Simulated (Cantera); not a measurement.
An adiabatic, constant-volume homogeneous reactor starts with 4.03 % CH₄, 20.2 % O₂, 75.8 % N₂, at 1700 K and 0.987 atm.

Cantera simulation using GRI-Mech 3.0 (53 species, 325 reactions); the numbers are that mechanism's predictions, not measurements.

x: mole fraction; the columns are a selection and need not sum to one.

| t (s) | T (K) | P (bar) | x CH₄ | x O₂ | x HCN | x NO | x CO₂ | x CO |
|---|---|---|---|---|---|---|---|---|
| 2.00e-6 | 1700 | 1.000 | 0.0403 | 0.202 | <1e-12 | <1e-12 | 1.09e-11 | 9.89e-11 |
| 7.02e-6 | 1700 | 1.000 | 0.0403 | 0.202 | <1e-12 | <1e-12 | 3.77e-10 | (withheld) |
| 2.47e-5 | 1700 | 1.000 | 0.0403 | 0.202 | <1e-12 | 1.38e-12 | 1.30e-8 | (withheld) |
| 8.66e-5 | 1701 | 1.00 | 0.0398 | 0.201 | <1e-12 | 1.87e-11 | 1.55e-6 | (withheld) |
| 0.000304 | 2504 | 1.50 | <1e-12 | 0.116 | 2.59e-12 | 0.000294 | 0.0323 | (withheld) |
| 0.00107 | 2584 | 1.54 | <1e-12 | 0.116 | 4.33e-12 | 0.00270 | 0.0352 | 0.00477 |
| 0.00375 | 2573 | 1.53 | <1e-12 | 0.113 | 6.54e-12 | 0.00896 | 0.0353 | 0.00460 |
| 0.0132 | 2560 | 1.52 | <1e-12 | 0.109 | 8.37e-12 | 0.0165 | 0.0356 | 0.00440 |
| 0.0462 | 2557 | 1.52 | <1e-12 | 0.109 | 8.61e-12 | 0.0178 | 0.0356 | 0.00437 |
| 0.162 | 2557 | 1.52 | <1e-12 | 0.109 | 8.61e-12 | 0.0178 | 0.0356 | 0.00437 |
| 0.570 | 2557 | 1.52 | <1e-12 | 0.109 | 8.61e-12 | 0.0178 | 0.0356 | 0.00437 |
| 2.00 | 2557 | 1.52 | <1e-12 | 0.109 | 8.61e-12 | 0.0178 | 0.0356 | 0.00437 |

Some entries are withheld; supply them.


- 7.02e-6, x CO: 3.52e-9
- 2.47e-5, x CO: 1.53e-7
- 8.66e-5, x CO: 2.14e-5
- 0.000304, x CO: 0.00736
